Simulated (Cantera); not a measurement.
Input: 1 mol Fe(CO)₅, a varied amount of H₂, at 100000 Pa.

These are equilibrium values from Cantera (NASA tables, ideal gas, pure condensed phases), not measurements of a reactor. Candidate condensed phases: C, C₆H₆, C₇H₈, C₈H₁₈, Fe, Fe(CO)₅, FeO, Fe(OH)₂, Fe(OH)₃, Fe₂O₃, Fe₃O₄, H₂O; 114 gas species. The tables' stoichiometric FeO is somewhat more stable than real wüstite, so its field is too wide. FeO: taken at fixed stoichiometry. Condensed phases not in the tables: cementite and carbon dissolved in iron. Kinetics and transport are ignored.

Stable condensed phases, one row left out:

```
T in °C \ n(H₂) in mol
         2.1 2.9 3.8 4.6 5.5 6.3 7.2   8 8.9 9.7  11  12
    925    A   A   A   A   A   A   A   A   A   A   B   B
    900    A   A   A   A   A   A   A   A   A   A   A   A
    875    A   A   A   A   A   A   A   A   A   A   A   A
    850    A   A   A   A   A   A   A   A   A   A   A   A
    825    A   A   A   A   A   A   A   A   A   A   A   A
    800    A   A   A   A   A   A   A   A   A   A   A   A
    775    A   A   A   A   A   A   A   A   A   A   A   A
    750    A   A   A   A   A   A   A   A   A   A   A   A
    700    C   C   C   C   C   D   A   A   A   A   A   A
    675    C   C   C   C   C   C   C   C   C   C   D   D
```

A: C + Fe; B: Fe; C: C + FeO; D: C + Fe + FeO.

Task: Give the row for 725 °C.

Result: 2.1: C + FeO; 2.9: C + Fe + FeO; 3.8: C + Fe; 4.6: C + Fe; 5.5: C + Fe; 6.3: C + Fe; 7.2: C + Fe; 8: C + Fe; 8.9: C + Fe; 9.7: C + Fe; 11: C + Fe; 12: C + Fe.
